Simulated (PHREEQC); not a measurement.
0.45 g of hydrous ferric oxide (600 m²/g; 0.2 weak and 0.005 strong sites per Fe, Dzombak-Morel constants, diffuse double layer) in 1 kg of water with 0.05 mol/kgw of an inert sodium salt and 1.1e-06 mol/kgw NaH2PO4, at 25 °C; the pH is set by adding NaOH or the inert anion's acid. Oxygen alone is held at its pressure in air (log pO2 = -0.68). The system is closed to CO2. No solid was allowed to form.

The series has 17 steps of pH, from 3 to 11.

Equilibrium calculation in PHREEQC: ion-association model, wateq4f.dat.

Q: Near which pH is half of the P sorbed, and on which side is more sorbed?

A: Near pH 9.3, with more sorbed at lower pH.

H3PO4, which wateq4f.dat lacks, is added to it with the constant of phreeqc.dat. The oxide is taken as insoluble; below pH 4 it would dissolve.
